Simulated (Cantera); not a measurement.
A perfectly stirred reactor is fed with 28.2 % NH3, 65.0 % H2, 6.78 % N2, at 0.227 atm; it is held at 1700 K, and followed from long to short residence time.

Detailed kinetics in Cantera: the gas-phase N/H chemistry of the illustrative SiF4/NH3 mechanism in the Surface Chemkin manual (1991). Walls and surfaces, which speed up NH3 decomposition in real reactors, are not modelled.

### Question
Predict: x(NH3) at τ = 6.50 s; x(H2) at τ = 6.50 s; x(NH2) at τ = 6.50 s; x(NH) at τ = 6.50 s; x(H) at τ = 6.50 s; x(NH3) at τ = 97.0 ms; x(H2) at τ = 97.0 ms; x(NH2) at τ = 97.0 ms; x(NH) at τ = 97.0 ms; x(H) at τ = 97.0 ms.

### Answer
```json
{
  "x(NH3) at τ = 6.50 s": "0.155",
  "x(H2) at τ = 6.50 s": "0.734",
  "x(NH2) at τ = 6.50 s": "6.67e-5",
  "x(NH) at τ = 6.50 s": "6.59e-7",
  "x(H) at τ = 6.50 s": "0.000125",
  "x(NH3) at τ = 97.0 ms": "0.279",
  "x(H2) at τ = 97.0 ms": "0.652",
  "x(NH2) at τ = 97.0 ms": "9.79e-5",
  "x(NH) at τ = 97.0 ms": "7.85e-7",
  "x(H) at τ = 97.0 ms": "9.04e-5"
}
```
